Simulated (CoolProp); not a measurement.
Dodecamethylcyclohexasiloxane (D6) at 421.54 K and 0.23 MPa is throttled through a valve to 0.0761 MPa with no heat exchange. Each further row changes one setting.

Computed with CoolProp (reference Helmholtz-energy equation of state, Colonna 2008). It is a short technical equation, of lower accuracy than the large ones.

```json
[
 {"case": "as stated", "temperature change (K)": "+0.0"},
 {"case": "outlet pressure 0.0228 MPa", "temperature change (K)": "+0.1"},
 {"case": "outlet pressure 0.0989 MPa", "temperature change (K)": "+0.0"}
]
```
